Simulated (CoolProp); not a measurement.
Properties of isohexane along the isobar 1.48 MPa.

Values from CoolProp's reference Helmholtz-energy equation of state, Lemmon 2006. It is a short technical equation, of lower accuracy than the large ones.

```csv
T (°C),phase,density (kg/m³),expansivity (1/kK)
-56.35,liquid,721.0,?
-51.05,liquid,716.5,1.193
-45.85,liquid,?,1.201
-40.55,liquid,707.5,1.209
-35.25,liquid,?,1.219
-30.05,liquid,698.5,1.229
-24.75,liquid,694.0,1.240
-19.45,liquid,689.4,?
-14.25,liquid,684.9,?
-8.95,liquid,680.3,1.279
-3.65,liquid,675.7,1.294
1.65,liquid,671.0,1.310
6.85,liquid,666.4,1.326
12.15,liquid,661.7,1.344
17.45,liquid,657.0,?
```

Task: Some entries are withheld; supply them.

Result: 
- -56.35, expansivity (1/kK): 1.186
- -45.85, density (kg/m³): 712.0
- -35.25, density (kg/m³): 703.0
- -19.45, expansivity (1/kK): 1.252
- -14.25, expansivity (1/kK): 1.265
- 17.45, expansivity (1/kK): 1.363
